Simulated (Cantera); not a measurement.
# Thermodynamics of abatement and gas-phase synthesis, feed HBr + O2 + N2

Input: 1 mol HBr, 1.3 mol O2, 1.2 mol N2, equilibrated at 4.30 bar.

Equilibrium computed with Cantera from the NASA thermochemical tables; the gas is ideal and each condensed phase is pure. Candidate condensed phases: Br2, H2O; 27 gas species. The numbers say what is thermodynamically allowed, not how fast it happens.

```json
[
 {"T (K)": "1498", "x N2": "0.357", "x O2": "0.319", "x Br": "0.0478", "x H2O": "0.136", "x Br2": "0.112", "x HBr": "0.0263", "x NO": "0.00101", "x OH": "6.91e-5", "x O": "1.08e-6"},
 {"T (K)": "1648", "x N2": "0.349", "x O2": "0.314", "x Br": "0.0859", "x H2O": "0.127", "x Br2": "0.0843", "x HBr": "0.0371", "x NO": "0.00193", "x OH": "0.000219", "x O": "6.85e-6"},
 {"T (K)": "1798", "x N2": "0.340", "x O2": "0.308", "x Br": "0.128", "x H2O": "0.119", "x Br2": "0.0555", "x HBr": "0.0451", "x NO": "0.00328", "x OH": "0.000569", "x O": "3.20e-5"},
 {"T (K)": "1948", "x N2": "0.332", "x O2": "0.302", "x Br": "0.165", "x H2O": "0.114", "x Br2": "0.0325", "x HBr": "0.0489", "x NO": "0.00514", "x OH": "0.00128", "x O": "0.000118"},
 {"T (K)": "2098", "x N2": "0.326", "x O2": "0.296", "x Br": "0.190", "x H2O": "0.111", "x Br2": "0.0177", "x HBr": "0.0490", "x NO": "0.00755", "x OH": "0.00258", "x O": "0.000360"},
 {"T (K)": "2248", "x N2": "0.321", "x O2": "0.290", "x Br": "0.206", "x H2O": "0.110", "x Br2": "0.00953", "x HBr": "0.0471", "x NO": "0.0105", "x OH": "0.00475", "x O": "0.000947"},
 {"T (K)": "2398", "x N2": "0.317", "x O2": "0.285", "x Br": "0.215", "x H2O": "0.108", "x Br2": "0.00527", "x HBr": "0.0443", "x NO": "0.0141", "x OH": "0.00810", "x O": "0.00221"},
 {"T (K)": "2548", "x N2": "0.313", "x O2": "0.278", "x Br": "0.221", "x H2O": "0.106", "x Br2": "0.00304", "x HBr": "0.0413", "x NO": "0.0181", "x OH": "0.0129", "x O": "0.00465"},
 {"T (K)": "2698", "x N2": "0.309", "x O2": "0.270", "x Br": "0.225", "x H2O": "0.103", "x Br2": "0.00183", "x HBr": "0.0382", "x NO": "0.0225", "x OH": "0.0192", "x O": "0.00897"},
 {"T (K)": "2848", "x N2": "0.304", "x O2": "0.260", "x Br": "0.227", "x H2O": "0.0976", "x Br2": "0.00115", "x HBr": "0.0351", "x NO": "0.0271", "x OH": "0.0271", "x O": "0.0161"}
]
```
x: gas mole fraction; nothing condenses.

From 1498 K to 2848 K nothing is condensed.
